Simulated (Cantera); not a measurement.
A freely propagating, adiabatic, planar premixed flame of 29.0 % H2, 14.8 % O2, 56.2 % N2, unburnt at 673 K and 0.930 bar; mixture-averaged transport, grid criteria slope 0.08 and curve 0.16, no radiation.

Computed with Cantera and the H2/O2 subset of GRI-Mech 3.0, which has no nitrogen chemistry. Burning velocities carry a grid error of a few per cent, more on coarse grids.

### Question
Predict: laminar burning velocity; thermal thickness; peak x(OH); peak x(H2O2); peak x(HO2); peak x(H).

### Answer
| Item | Result |
|---|---|
| laminar burning velocity | 903 cm/s |
| thermal thickness | 0.547 mm |
| peak x(OH) | 0.0200 |
| peak x(H2O2) | 7.33e-6 |
| peak x(HO2) | 0.000227 |
| peak x(H) | 0.0636 |
